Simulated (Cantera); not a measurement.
Charge: 1 mol c-C4F8, 0.11 mol HCl, 0.6 mol H2, equilibrated at 3102 °C and 11.0 Pa.

These are equilibrium values from Cantera (NASA tables, ideal gas, pure condensed phases), not measurements of a reactor. The feed counts by its element totals alone. Equilibrium is a limit: real reactors are often held back by kinetics, nucleation or transport.

```csv
species,before,after
F,0.600,0.636
C,0.281,0.150
H,0.0963,0.0808
C3,0.00164,0.0403
HF,0.00289,0.0327
CF,0.00353,0.0254
C2,0.00700,0.0253
C5,5.42e-8,6.11e-5
C4,3.71e-7,6.18e-5
CF2,1.18e-6,0.000114
C2H,2.85e-6,0.000110
H2,5.27e-6,4.71e-5
Cl,0.00833,0.00954
```
Gas species are given as mole fractions.

**Question.** Name the change that produced these shifts.
(A) HCl from 0.11 to 0.78 mol
(B) H2 from 0.6 to 20 mol
(C) temperature from 3102 °C to 3002 °C
(D) pressure from 11.0 Pa to 1.40 mbar

**Answer.** D, pressure from 11.0 Pa to 1.40 mbar
